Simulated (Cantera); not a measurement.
# Gas activation for diamond growth

An isothermal, constant-pressure homogeneous reactor starts with CH4 : H2 : H = 0.023 : 1 : 0.031 (molar parts), at 2225 K and 100.0 Torr.

Detailed kinetics in Cantera: GRI-Mech 3.0 (53 species, 325 reactions). GRI-Mech 3.0 stops at C3 and has no aromatics, soot or wall deposition, so with more carbon than oxygen in the feed, carbon stays in small species such as C2H2 where larger ones or solid carbon would form.

```tsv
t (s)	x CH4	x H2	x H	x C2H4	x C2H2
0.00100	0.00503	0.972	0.0143	2.00e-5	0.00756
0.00211	0.00285	0.973	0.0147	8.91e-6	0.00893
0.00447	0.00137	0.973	0.0156	4.55e-6	0.00986
0.00946	0.000596	0.972	0.0165	3.34e-6	0.0103
0.0200	0.000257	0.972	0.0172	3.07e-6	0.0106
0.0423	0.000120	0.972	0.0175	3.01e-6	0.0106
0.0894	7.16e-5	0.972	0.0176	3.00e-6	0.0107
0.189	6.09e-5	0.972	0.0176	3.00e-6	0.0107
0.400	6.03e-5	0.972	0.0176	3.00e-6	0.0107
0.846	6.03e-5	0.972	0.0176	3.00e-6	0.0107
1.79	6.03e-5	0.972	0.0176	3.00e-6	0.0107
3.78	6.03e-5	0.972	0.0176	3.00e-6	0.0107
8.00	6.03e-5	0.972	0.0176	3.00e-6	0.0107
```
x: mole fraction; the columns are a selection and need not sum to one.

Equilibrium at this temperature and pressure: CH4 6.05e-5, H2 0.972, H 0.0176, C2H4 3.00e-6, C2H2 0.0107 (gas phase only).
